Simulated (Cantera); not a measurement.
A closed system holds: 1 mol Fe(CO)5, 0.67 mol H2, equilibrated at 1398.15 K and 3.40 bar.

Method: chemical equilibrium by Gibbs-energy minimisation in Cantera with the NASA 1993 tables (ideal gas, pure condensed phases). Candidate condensed phases: C, C6H6, C7H8, C8H18, Fe, Fe(CO)5, FeO, Fe(OH)2, Fe(OH)3, Fe2O3, Fe3O4, H2O; 114 gas species. Condensed phases not in the tables: cementite and carbon dissolved in iron. Equilibrium is a limit: real reactors are often held back by kinetics, nucleation or transport.

Base state: CO 0.877, H2 0.117, CO2 0.00457, H2O 0.00132, CH4 0.000204 (mole fractions); condensed: C(graphite) + Fe(γ).

Question: What changes in the equilibrium state with this change: H2 from 0.67 to 6.2 mol?

Answer: 
```tsv
species	before	after
H2	0.117	0.546
CO	0.877	0.445
CH4	0.000204	0.00436
CO2	0.00457	0.00119
H2O	0.00132	0.00318
C(graphite), mol	0.0320	0
Fe(γ), mol	1.00	1.00
```
